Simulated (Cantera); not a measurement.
An adiabatic, constant-volume homogeneous reactor starts with H2 : O2 : N2 = 1 : 1.19 : 4.48 (molar parts), at 1175 K and 1130 Torr. Integrator tolerance rtol = 1e-08.

Cantera simulation using GRI-Mech 3.0 (53 species, 325 reactions); the numbers are that mechanism's predictions, not measurements.

### Question
What does this change do: pressure from 1130 Torr to 6230 Torr?

### Answer
```tsv
quantity	before	after
time of steepest temperature rise	39.6 µs	0.109 ms
temperature at 1.00 s	2400 K	2424 K
equilibrium temperature	2400 K	2424 K
x(H2) at 1.00 s	0.00104 (gas-phase equilibrium 0.00104)	0.000505 (gas-phase equilibrium 0.000505)
x(O2) at 1.00 s	0.103 (gas-phase equilibrium 0.103)	0.103 (gas-phase equilibrium 0.103)
x(N2O) at 1.00 s	1.14e-6 (gas-phase equilibrium 1.14e-6)	2.84e-6 (gas-phase equilibrium 2.84e-6)
x(NO) at 1.00 s	0.0128 (gas-phase equilibrium 0.0128)	0.0134 (gas-phase equilibrium 0.0134)
x(OH) at 1.00 s	0.00842 (gas-phase equilibrium 0.00842)	0.00598 (gas-phase equilibrium 0.00598)
x(O) at 1.00 s	0.00166 (gas-phase equilibrium 0.00166)	0.000797 (gas-phase equilibrium 0.000797)
```
The hydrogen kinetics of GRI-Mech 3.0 are dated; newer H2 mechanisms differ, most at raised pressure.

### Question
What does this change do: initial temperature 1175 to 1498 K?

### Answer
```csv
quantity,before,after
time of steepest temperature rise,39.6 µs,9.93 µs
temperature at 1.00 s,2400 K,2591 K
equilibrium temperature,2400 K,2591 K
x(H2) at 1.00 s,0.00104 (gas-phase equilibrium 0.00104),0.00281 (gas-phase equilibrium 0.00281)
x(O2) at 1.00 s,0.103 (gas-phase equilibrium 0.103),0.0977 (gas-phase equilibrium 0.0977)
x(N2O) at 1.00 s,1.14e-6 (gas-phase equilibrium 1.14e-6),1.43e-6 (gas-phase equilibrium 1.43e-6)
x(NO) at 1.00 s,0.0128 (gas-phase equilibrium 0.0128),0.0174 (gas-phase equilibrium 0.0174)
x(OH) at 1.00 s,0.00842 (gas-phase equilibrium 0.00842),0.0154 (gas-phase equilibrium 0.0154)
x(O) at 1.00 s,0.00166 (gas-phase equilibrium 0.00166),0.00451 (gas-phase equilibrium 0.00451)
```
